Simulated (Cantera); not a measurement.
# Equilibrium for hydrogen reduction and annealing atmospheres: V₂O₅ + H₂

Charge: 1 mol V₂O₅, 3.4 mol H₂, held at 1200 K and 0.113 Torr.

Method: chemical equilibrium by Gibbs-energy minimisation in Cantera with the NASA 1993 tables (ideal gas, pure condensed phases). Candidate condensed phases: H₂O, V, VO, V₂O₃, V₂O₄, V₂O₅; 12 gas species. Condensed phases not in the tables: the oxides between V₂O₃ and V₂O₅ other than VO₂. Rates play no part.

The x(H₂O) is 0.588 and the x(H₂) is 0.412. The x(H) is 1.03e-5. The n(V₂O₃(s)) comes out as 1.00 mol and the gas amount comes out as 3.400 mol. The log10 activity of V(s) (absent) comes out as -8.28 and the log10 activity of V₂O₅(l) (absent) comes out as -9.11.
